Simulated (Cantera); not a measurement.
An adiabatic, constant-pressure homogeneous reactor starts with CH3OH : O2 : N2 = 1 : 0.714 : 2.69 (molar parts), equivalence ratio 2.1, at 1098 K and 210000 Pa. Integrator tolerance rtol = 1e-08.

Model: GRI-Mech 3.0 (53 species, 325 reactions), integrated in Cantera. GRI-Mech 3.0 was tuned for natural gas; its chemistry of methanol as a main component is partial and can be far from experiment.

Q: What does this change do: N2 2.69 to 5.1 parts?

A: 
| quantity | before | after |
|---|---|---|
| time of steepest temperature rise | 27.5 ms | 31.7 ms |
| temperature at 2.00 s | 2251 K | 1954 K |
| equilibrium temperature | 2251 K | 1954 K |
| x(CH3OH) at 2.00 s | <1e-12 (gas-phase equilibrium <1e-12) | <1e-12 (gas-phase equilibrium <1e-12) |
| x(O2) at 2.00 s | 2.73e-6 (gas-phase equilibrium 2.73e-6) | 4.09e-8 (gas-phase equilibrium 4.09e-8) |
| x(NO) at 2.00 s | 3.96e-5 (gas-phase equilibrium 3.96e-5) | 2.35e-6 (gas-phase equilibrium 2.66e-6) |
| x(CH2CO) at 2.00 s | <1e-12 (gas-phase equilibrium <1e-12) | <1e-12 (gas-phase equilibrium <1e-12) |
| x(C2H6) at 2.00 s | <1e-12 (gas-phase equilibrium <1e-12) | <1e-12 (gas-phase equilibrium <1e-12) |
| x(CO2) at 2.00 s | 0.0385 (gas-phase equilibrium 0.0385) | 0.0305 (gas-phase equilibrium 0.0305) |
| x(O) at 2.00 s | 4.25e-6 (gas-phase equilibrium 4.25e-6) | 6.52e-8 (gas-phase equilibrium 6.52e-8) |

Q: What does this change do: pressure from 210000 Pa to 2500000 Pa?

A: 
| quantity | before | after |
|---|---|---|
| time of steepest temperature rise | 27.5 ms | 4.50 ms |
| temperature at 2.00 s | 2251 K | 2260 K |
| equilibrium temperature | 2251 K | 2260 K |
| x(CH3OH) at 2.00 s | <1e-12 (gas-phase equilibrium <1e-12) | 4.33e-11 (gas-phase equilibrium 4.43e-11) |
| x(O2) at 2.00 s | 2.73e-6 (gas-phase equilibrium 2.73e-6) | 2.58e-7 (gas-phase equilibrium 2.58e-7) |
| x(NO) at 2.00 s | 3.96e-5 (gas-phase equilibrium 3.96e-5) | 1.24e-5 (gas-phase equilibrium 1.24e-5) |
| x(CH2CO) at 2.00 s | <1e-12 (gas-phase equilibrium <1e-12) | 1.11e-11 (gas-phase equilibrium 1.22e-11) |
| x(C2H6) at 2.00 s | <1e-12 (gas-phase equilibrium <1e-12) | <1e-12 (gas-phase equilibrium <1e-12) |
| x(CO2) at 2.00 s | 0.0385 (gas-phase equilibrium 0.0385) | 0.0384 (gas-phase equilibrium 0.0384) |
| x(O) at 2.00 s | 4.25e-6 (gas-phase equilibrium 4.25e-6) | 4.02e-7 (gas-phase equilibrium 4.02e-7) |
The pressure lies above the range GRI-Mech 3.0 was tuned for (to about 10 atm).
